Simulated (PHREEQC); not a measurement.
0.011 g of hydrous ferric oxide (600 m²/g; 0.2 weak and 0.005 strong sites per Fe, Dzombak-Morel constants, diffuse double layer) in 1 kg of water with 0.05 mol/kgw of an inert sodium salt and 0.00013 mmol/kgw CuSO4, at 25 °C; the pH is set by adding NaOH or the inert anion's acid. Oxygen is held at 0.21 atm. No CO2 enters from the air. No solid was allowed to form.

The numbers come from PHREEQC with the ion-association model, wateq4f.dat.

```
pH   S sorbed (%)  Cu sorbed (%)  surface charge σ (C/m²)  surface potential ψ (mV)
---  ------------  -------------  -----------------------  ------------------------
3            94.0            0.0                    0.354                       169
3.5          93.2            0.0                    0.332                       166
4            90.2            0.1                        ?                       159
4.5          81.8            0.9                        ?                       149
5            62.4            6.6                        ?                         ?
5.5          33.0           33.7                    0.129                       118
6            10.7           77.7                    0.089                       100
6.5           2.4           95.9                    0.058                        79
7             0.4           99.0                    0.035                        56
7.5           0.1           99.4                    0.017                        32
8             0.0           99.3                    0.003                         6
8.5           0.0              ?                   -0.010                       -19
9             0.0           99.0                   -0.026                       -44
```

Complete the blanks.


- 4, surface charge σ (C/m²): 0.291
- 4.5, surface charge σ (C/m²): 0.236
- 5, surface charge σ (C/m²): 0.179
- 5, surface potential ψ (mV): 135
- 8.5, Cu sorbed (%): 99.2

The database's constant for dissolved Cu(OH)2 is higher than later reviews accept. The oxide is taken as insoluble; below pH 4 it would dissolve.
